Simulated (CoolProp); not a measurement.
Vapour-liquid equilibrium of C2F6 (R116) (1) + R143a (2) at 3.19 bar; x and y are mole fractions of (1).

Values from CoolProp's multi-fluid Helmholtz-energy mixture model, Lemmon 2006 and Lemmon and Jacobsen 2000; pair parameters Bell 2016.

### Question
Give the bubble temperature and the first vapour's composition at x = 0.05, 0.35, 0.5. Is there an azeotrope?

### Answer
x = 0.05: -27.3 °C, y = 0.267; x = 0.35: -46.8 °C, y = 0.740; x = 0.5: -49.6 °C, y = 0.795. No azeotrope shows between x = 0.05 and 0.95.

Pair parameters are fitted to limited data, so mixtures are less certain than the pure fluids.
